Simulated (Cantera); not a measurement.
An adiabatic, constant-pressure homogeneous reactor starts with 20.1 % CH₄, 16.8 % O₂, 63.1 % N₂, at 1050 K and 710000 Pa.

Computed with Cantera and GRI-Mech 3.0 (53 species, 325 reactions).

One state of this run: T (K) = 1923; x CH₄ = 7.30e-8; x O₂ = 5.93e-10; x NO = 3.11e-7; x C₂H₂ = 1.58e-11; x NO₂ = <1e-12; x H₂O₂ = 8.75e-12. x: mole fraction; the columns are a selection and need not sum to one.

Which value of t (s) does it belong to?
(A) 5.64e-6
(B) 0.00797
(C) 0.00100
(D) 4.00

D, 4.00
